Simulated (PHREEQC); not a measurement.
A solution holds 1.6 mol/kgw NaBr and 0.13 mol/kgw MgCl2, at 25 °C and 500 atm. Closed to the air; pH follows from the charge balance.

All values are PHREEQC results (Pitzer model, pitzer.dat), not measurements.

This is a speciation only: nothing precipitates in the calculation.

Task: Estimate the activity of water, density.

Result: activity of water 0.935; density 1.144 g/cm³.

Under pressure, the constants of complexes without a molar volume in the database are unreliable.
